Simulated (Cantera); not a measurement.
Input (Python, Cantera) and output of one run.

```python
import numpy as np
import cantera as ct

gas_names = """
    CL CLO CL2 Fe FeCL FeCL2 FeCL3 FeO Fe(OH)2 Fe2CL4 Fe2CL6 H HCL HOCL HO2 H2 H2O H2O2 O OH O2 O3
""".split()
cond_names = """
    Fe(a) Fe(c) Fe(d) Fe(L) FeCL2(s) FeCL2(L) FeCL3(s) FeCL3(L) FeO(s) FeO(L) Fe(OH)2(s) Fe(OH)3(s)
    Fe2O3(s) Fe3O4(s) H2O(s) H2O(L)
""".split()


def load(file, names, dense=False):
    # The tables refer to 1 bar. Condensed volumes are neglected.
    table = {s.name: s for s in ct.Species.list_from_file(file)}
    out = []
    for n in names:
        d = dict(table[n].input_data)
        d["thermo"] = dict(d["thermo"], **{"reference-pressure": 1e5})
        if dense:
            d["equation-of-state"] = {"model": "constant-volume", "density": "1e6 g/cm^3"}
        out.append(ct.Species.from_dict(d))
    return out


gas = ct.Solution(thermo="ideal-gas", species=load("nasa_gas.yaml", gas_names))
cond = {s.name: ct.Solution(thermo="fixed-stoichiometry", species=[s], name=s.name)
        for s in load("nasa_condensed.yaml", cond_names, dense=True)}
atoms = {
    'Fe2O3': {'Fe': 2, 'O': 3},
    'Cl2': {'CL': 2},
    'H2': {'H': 2},
}
top_T = {'Fe2O3(s)': 1830, 'Fe3O4(s)': 1870}  # K; cautious upper limits of use, not melting points


def equilibrate(T, P, feed):
    n = {}
    for name, mol in feed.items():
        for a, k in atoms[name].items():
            n[a] = n.get(a, 0.0) + k * mol
    gas.TPX = T, P, n
    mass = sum(n.values()) * gas.mean_molecular_weight
    gas.equilibrate("TP")
    valid = [c for c in cond.values() if c.min_temp <= T <= top_T.get(c.name, c.max_temp)]
    mix = ct.Mixture([(gas, mass / gas.mean_molecular_weight)] + [(c, 0.0) for c in valid])
    mix.T, mix.P = T, P
    mix.equilibrate("TP", solver="vcs", rtol=1e-11, max_steps=5000)
    return mix


results = []
feed = {'Fe2O3': 1, 'Cl2': 9.3, 'H2': 0.36}  # mol
T = 800  # K
for P in [1, 3.6, 13, 46, 170, 600, 2200, 7700, 28000, 100000]:
    mix = equilibrate(T, P, feed)
    results.append((T, P, feed, dict(zip(mix.species_names, mix.species_moles))))

top = {s: max(r[3][s] / sum(r[3][g] for g in gas_names) for r in results) for s in gas_names}
cols = sorted((s for s in top if top[s] > 0.0001), key=lambda s: -top[s])[:8]
seen = [c for c in cond_names if any(r[3].get(c, 0) > 1e-12 for r in results)]
print("log10 of partial pressures in bar; condensed amounts in mol")
print(f"{'P/Pa':>10s}" + "".join(f"{s[:9]:>10s}" for s in cols + seen))
for T, P, feed, n in results:
    ng = sum(n[g] for g in gas_names)
    print(f"{P:10.4g}" + "".join(f"{np.log10(max(n[s] / ng * P / 1e5, 1e-99)):10.3f}" for s in cols)
          + "".join(f"{n.get(c, 0):10.4g}" for c in seen))
```

It prints:

```
log10 of partial pressures in bar; condensed amounts in mol
      P/Pa       CL2       HCL     FeCL3        O2        CL    Fe2CL6     FeCL2       H2O  Fe2O3(s)
         1    -5.049    -6.130    -6.787    -6.894    -7.554   -11.481    -8.156   -10.360    0.9173
       3.6    -4.490    -5.573    -6.304    -6.419    -7.274   -10.515    -7.953    -9.569    0.9316
        13    -3.930    -5.015    -5.822    -5.942    -6.994    -9.551    -7.751    -8.774    0.9432
        46    -3.379    -4.466    -5.349    -5.472    -6.719    -8.605    -7.553    -7.991    0.9525
       170    -2.810    -3.899    -4.861    -4.984    -6.434    -7.628    -7.349    -7.181    0.9605
       600    -2.261    -3.351    -4.391    -4.513    -6.160    -6.688    -7.154    -6.399    0.9668
      2200    -1.696    -2.787    -3.909    -4.026    -5.877    -5.724    -6.954    -5.593     0.972
      7700    -1.151    -2.244    -3.449    -3.549    -5.605    -4.805    -6.767    -4.813    0.9757
   2.8e+04    -0.590    -1.685    -2.990    -3.039    -5.324    -3.886    -6.588    -4.001    0.9778
     1e+05    -0.037    -1.135    -2.561    -2.504    -5.047    -3.029    -6.437    -3.187    0.9777
```

These are equilibrium values from Cantera (NASA tables, ideal gas, pure condensed phases), not measurements of a reactor. Condensed phases not in the tables: FeOCl.
